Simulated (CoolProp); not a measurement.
Vapour pressure (kPa) of toluene: the reference equation beside estimates from Tc = 591.7 K, pc = 4126 kPa, ω = 0.266. Clausius-Clapeyron is anchored at 350.6 K with a constant enthalpy of vaporisation of 35.16 kJ/mol.

Computed with CoolProp (reference Helmholtz-energy equation of state, Lemmon 2006). It is a short technical equation, of lower accuracy than the large ones.

```json
[
 {"T (K)": "297.8", "reference": "3.731", "Clausius-Clapeyron": "4.190", "Redlich-Kwong": "10.19", "Peng-Robinson": "3.886"},
 {"T (K)": "324.2", "reference": "12.85", "Clausius-Clapeyron": "13.32", "Redlich-Kwong": "30.39", "Peng-Robinson": "13.07"},
 {"T (K)": "350.6", "reference": "35.56", "Clausius-Clapeyron": "35.56", "Redlich-Kwong": "73.92", "Peng-Robinson": "35.72"},
 {"T (K)": "376.9", "reference": "83.08", "Clausius-Clapeyron": "82.52", "Redlich-Kwong": "154.0", "Peng-Robinson": "82.91"},
 {"T (K)": "403.3", "reference": "171.2", "Clausius-Clapeyron": "172.0", "Redlich-Kwong": "286.8", "Peng-Robinson": "170.5"},
 {"T (K)": "429.6", "reference": "318.0", "Clausius-Clapeyron": "326.9", "Redlich-Kwong": "487.1", "Peng-Robinson": "317.0"},
 {"T (K)": "456", "reference": "546.5", "Clausius-Clapeyron": "578.0", "Redlich-Kwong": "772.8", "Peng-Robinson": "546.4"},
 {"T (K)": "482.4", "reference": "881.1", "Clausius-Clapeyron": "960.1", "Redlich-Kwong": "1159", "Peng-Robinson": "884.2"},
 {"T (K)": "508.7", "reference": "1347", "Clausius-Clapeyron": "1511", "Redlich-Kwong": "1657", "Peng-Robinson": "1357"}
]
```

Absolute difference from the reference over all 9 rows, mean and median: Clausius-Clapeyron 5.2 and 3.7 %, Redlich-Kwong 79.9 and 67.5 %, Peng-Robinson 0.9 and 0.4 %.
